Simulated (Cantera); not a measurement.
Feed: 1 mol BaF2, 0.78 mol O2, 0.22 mol N2, at 6.50 Pa.

Cantera equilibrium calculation (NASA polynomials, part measured and part estimated; ideal gas, pure solids and liquids). Candidate condensed phases: Ba, BaF2, BaO; 20 gas species. Rates play no part.

x: gas mole fraction; n: condensed amount in mol.

| T (°C) | x O2 | x BaF2 | x N2 | x O | x F | x BaF | n BaF2(s) |
|---|---|---|---|---|---|---|---|
| 950 | 0.779 | 0.000629 | 0.220 | 4.42e-6 | 1.74e-9 | 1.91e-9 | 0.999 |
| 1025 | 0.776 | 0.00521 | 0.219 | 1.86e-5 | 2.58e-8 | 2.60e-8 | 0.995 |
| 1100 | 0.754 | 0.0332 | 0.212 | 6.64e-5 | 2.72e-7 | 2.72e-7 | 0.966 |
| 1175 | 0.646 | 0.171 | 0.182 | 0.000194 | 2.21e-6 | 2.21e-6 | 0.793 |
| 1250 | 0.389 | 0.500 | 0.110 | 0.000427 | 1.19e-5 | 1.19e-5 | 0 |
| 1325 | 0.389 | 0.500 | 0.109 | 0.00110 | 3.39e-5 | 3.39e-5 | 0 |
| 1400 | 0.388 | 0.499 | 0.109 | 0.00258 | 8.75e-5 | 8.75e-5 | 0 |
| 1475 | 0.385 | 0.498 | 0.109 | 0.00564 | 0.000208 | 0.000208 | 0 |
| 1550 | 0.381 | 0.496 | 0.108 | (withheld) | (withheld) | (withheld) | 0 |
| 1625 | 0.373 | 0.493 | 0.107 | (withheld) | (withheld) | (withheld) | 0 |
| 1700 | 0.360 | 0.487 | 0.106 | 0.0403 | 0.00188 | 0.00188 | 0 |
| 1775 | 0.339 | 0.477 | 0.104 | 0.0692 | 0.00348 | 0.00348 | 0 |
| 1850 | 0.307 | 0.463 | 0.101 | 0.112 | 0.00615 | 0.00615 | 0 |
| 1925 | 0.265 | 0.442 | 0.0970 | 0.170 | 0.0104 | 0.0103 | 0 |

Complete the blanks.


- 1625, x O: 0.0222
- 1625, x F: 0.000958
- 1625, x BaF: 0.000957
- 1550, x O: 0.0115
- 1550, x F: 0.000461
- 1550, x BaF: 0.000461
